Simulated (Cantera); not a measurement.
A Cantera script and what it prints.

```python
import numpy as np
import cantera as ct

gas_names = """
    H HO2 H2 H2O H2O2 O OH O2 O3 Zr ZrO ZrO2
""".split()
cond_names = """
    H2O(s) H2O(L) Zr(a) Zr(b) Zr(L) ZrO2(a) ZrO2(b) ZrO2(L)
""".split()


def load(file, names, dense=False):
    # The tables refer to 1 bar. Condensed volumes are neglected.
    table = {s.name: s for s in ct.Species.list_from_file(file)}
    out = []
    for n in names:
        d = dict(table[n].input_data)
        d["thermo"] = dict(d["thermo"], **{"reference-pressure": 1e5})
        if dense:
            d["equation-of-state"] = {"model": "constant-volume", "density": "1e6 g/cm^3"}
        out.append(ct.Species.from_dict(d))
    return out


gas = ct.Solution(thermo="ideal-gas", species=load("nasa_gas.yaml", gas_names))
cond = {s.name: ct.Solution(thermo="fixed-stoichiometry", species=[s], name=s.name)
        for s in load("nasa_condensed.yaml", cond_names, dense=True)}
atoms = {
    'Zr': {'Zr': 1},
    'H2O': {'H': 2, 'O': 1},
}
top_T = {}  # K; cautious upper limits of use, not melting points


def equilibrate(T, P, feed):
    n = {}
    for name, mol in feed.items():
        for a, k in atoms[name].items():
            n[a] = n.get(a, 0.0) + k * mol
    gas.TPX = T, P, n
    mass = sum(n.values()) * gas.mean_molecular_weight
    gas.equilibrate("TP")
    valid = [c for c in cond.values() if c.min_temp <= T <= top_T.get(c.name, c.max_temp)]
    mix = ct.Mixture([(gas, mass / gas.mean_molecular_weight)] + [(c, 0.0) for c in valid])
    mix.T, mix.P = T, P
    mix.equilibrate("TP", solver="vcs", rtol=1e-11, max_steps=5000)
    return mix


results = []
feed = {'Zr': 1, 'H2O': 0.12}  # mol
P = 60  # Pa
for T in [1748, 1848, 1948, 2048, 2148, 2248, 2348, 2448]:
    mix = equilibrate(T, P, feed)
    results.append((T, P, feed, dict(zip(mix.species_names, mix.species_moles))))

top = {s: max(r[3][s] / sum(r[3][g] for g in gas_names) for r in results) for s in gas_names}
cols = sorted((s for s in top if top[s] > 0.001), key=lambda s: -top[s])[:8]
seen = [c for c in cond_names if any(r[3].get(c, 0) > 1e-12 for r in results)]
print("log10 of partial pressures in bar; condensed amounts in mol")
print(f"{'T/K':>10s}" + "".join(f"{s[:9]:>10s}" for s in cols + seen))
for T, P, feed, n in results:
    ng = sum(n[g] for g in gas_names)
    print(f"{T:10.4g}" + "".join(f"{np.log10(max(n[s] / ng * P / 1e5, 1e-99)):10.3f}" for s in cols)
          + "".join(f"{n.get(c, 0):10.4g}" for c in seen))
```

Result:

```
log10 of partial pressures in bar; condensed amounts in mol
       T/K        H2         H       ZrO        Zr     Zr(b)     Zr(L)   ZrO2(b)
      1748    -3.226    -5.254    -9.601   -10.878      0.94         0      0.06
      1848    -3.231    -4.891    -8.605    -9.903      0.94         0      0.06
      1948    -3.242    -4.568    -7.714    -9.030      0.94         0      0.06
      2048    -3.262    -4.281    -6.911    -8.242      0.94         0   0.05999
      2148    -3.296    -4.028    -6.187    -7.533         0    0.9399   0.05993
      2248    -3.354    -3.811    -5.538    -6.907         0    0.9396   0.05966
      2348    -3.449    -3.633    -4.947    -6.335         0    0.9384   0.05855
      2448    -3.608    -3.505    -4.405    -5.811         0    0.9337   0.05409
```

Cantera equilibrium calculation (NASA polynomials, part measured and part estimated; ideal gas, pure solids and liquids). Mutual solubility and eutectic melting of coexisting phases are not modelled. Condensed phases not in the tables: N, O or C dissolved in the metal.
